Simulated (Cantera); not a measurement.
An isothermal, constant-pressure homogeneous reactor starts with 2.79 % C2H6, 97.2 % H2, at 1025 K and 0.00730 atm.

Detailed kinetics in Cantera: GRI-Mech 3.0 (53 species, 325 reactions). GRI-Mech 3.0 stops at C3 and has no aromatics, soot or wall deposition, so with more carbon than oxygen in the feed, carbon stays in small species such as C2H2 where larger ones or solid carbon would form. Radical loss at walls, strong at low pressure, is not modelled.

Q: Predict: x(C2H6) at 1.00 s; x(H2) at 1.00 s; x(CH4) at 1.00 s; x(C2H2) at 1.00 s; x(CH3) at 1.00 s.

A: 
```
Quantity                                             Value
-----------------  ---------------------------------------
x(C2H6) at 1.00 s   0.0241 (gas-phase equilibrium 7.18e-7)
x(H2) at 1.00 s        0.972 (gas-phase equilibrium 0.944)
x(CH4) at 1.00 s   0.000751 (gas-phase equilibrium 0.0557)
x(C2H2) at 1.00 s  1.98e-6 (gas-phase equilibrium 2.82e-5)
x(CH3) at 1.00 s   1.24e-6 (gas-phase equilibrium 5.13e-8)
```
